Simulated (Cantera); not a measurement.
Input: 1 mol LiOH, 0.14 mol H2, 12 mol O2, 0.54 mol H2O, equilibrated at 0.460 bar.

These are equilibrium values from Cantera (NASA tables, ideal gas, pure condensed phases), not measurements of a reactor. Candidate condensed phases: H2O, Li, LiH, LiOH, Li2O; 17 gas species. Condensed phases not in the tables: the peroxide. Equilibrium is a limit: real reactors are often held back by kinetics, nucleation or transport.

x: gas mole fraction; n: condensed amount in mol.

| T (K) | x O2 | x H2O | x LiOH | x OH | x O | x Li2O | n Li2O(s) |
|---|---|---|---|---|---|---|---|
| 900 | 0.910 | 0.0900 | 8.21e-7 | 2.18e-8 | 7.57e-12 | <1e-12 | 0.500 |
| 1000 | 0.910 | 0.0900 | 9.55e-6 | 1.91e-7 | 2.21e-10 | <1e-12 | 0.500 |
| 1100 | 0.910 | 0.0900 | 7.20e-5 | 1.13e-6 | 3.51e-9 | 2.78e-11 | 0.499 |
| 1200 | 0.910 | 0.0898 | 0.000376 | 4.97e-6 | 3.52e-8 | 1.22e-9 | 0.497 |
| 1300 | 0.909 | 0.0892 | 0.00150 | 1.74e-5 | 2.49e-7 | 2.93e-8 | 0.490 |
| 1400 | 0.908 | 0.0873 | 0.00484 | 5.04e-5 | 1.33e-6 | 4.37e-7 | 0.467 |
| 1500 | 0.904 | 0.0827 | (withheld) | (withheld) | (withheld) | (withheld) | (withheld) |
| 1600 | 0.896 | (withheld) | (withheld) | (withheld) | (withheld) | (withheld) | (withheld) |
| 1700 | 0.883 | 0.0584 | 0.0572 | 0.000483 | 6.19e-5 | 0.000195 | 0.108 |
| 1800 | 0.876 | 0.0501 | 0.0721 | 0.000847 | 0.000168 | 0.000438 | 0 |
| 1900 | 0.875 | 0.0499 | 0.0719 | 0.00150 | 0.000412 | 0.000519 | 0 |
| 2000 | 0.874 | 0.0495 | 0.0715 | 0.00250 | 0.000922 | 0.000603 | 0 |
| 2100 | 0.873 | 0.0490 | 0.0709 | 0.00396 | 0.00191 | 0.000688 | 0 |

Question: Fill in the missing entries.

Answer: 
- 1500, x LiOH: 0.0130
- 1500, x OH: 0.000124
- 1500, x O: 5.68e-6
- 1500, x Li2O: 4.46e-6
- 1500, n Li2O(s): 0.413
- 1600, x H2O: 0.0735
- 1600, x LiOH: 0.0297
- 1600, x OH: 0.000265
- 1600, x O: 2.02e-5
- 1600, x Li2O: 3.34e-5
- 1600, n Li2O(s): 0.300
